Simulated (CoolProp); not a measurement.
Saturated liquid density (kg/m³) of fluoroethane (R161): the reference equation beside estimates from Tc = 375.2 K, pc = 50.10 bar, ω = 0.216. Rackett uses Z = 0.29056 − 0.08775 ω.

Values from CoolProp's reference Helmholtz-energy equation of state, Wu 2012.

| T (K) | reference | Rackett | van der Waals | Soave-Redlich-Kwong | Peng-Robinson |
|---|---|---|---|---|---|
| 171.6 | 902.8 | 849.1 | 517.7 | 779.8 | ___ |
| 187.2 | ___ | 828.4 | 506.3 | 763.5 | 859.1 |
| 202.8 | 862.4 | 807.0 | 494.2 | 745.7 | 840.2 |
| 218.4 | 841.6 | 784.8 | 481.5 | 726.3 | 819.4 |
| 234 | 820.0 | 761.7 | 467.9 | 705.0 | 796.4 |
| 249.6 | 797.2 | 737.4 | 453.4 | 681.5 | 770.9 |
| 265.2 | 772.5 | 711.7 | 437.9 | 655.5 | 742.4 |
| 280.8 | 745.4 | 684.3 | ___ | 626.4 | 710.3 |
| 296.4 | 714.8 | 654.7 | 402.5 | 593.8 | 673.8 |
| 312 | 679.6 | 622.2 | 381.9 | 556.5 | 631.6 |
| 327.6 | 638.2 | 585.4 | 358.5 | 513.1 | 581.9 |
| 343.2 | 587.9 | 541.8 | ___ | ___ | 521.1 |
| 358.8 | 521.9 | 484.4 | 294.6 | 392.9 | ___ |

Some entries are withheld; supply them.


- 171.6, Peng-Robinson: 876.3
- 187.2, reference: 882.7
- 280.8, van der Waals: 421.0
- 343.2, van der Waals: 330.6
- 343.2, Soave-Redlich-Kwong: 460.8
- 358.8, Peng-Robinson: 441.3

Absolute difference from the reference over all 13 rows, mean and median: Rackett 7.4 and 7.5 %, van der Waals 43.3 and 43.3 %, Soave-Redlich-Kwong 16.5 and 15.1 %, Peng-Robinson 5.7 and 3.9 %.
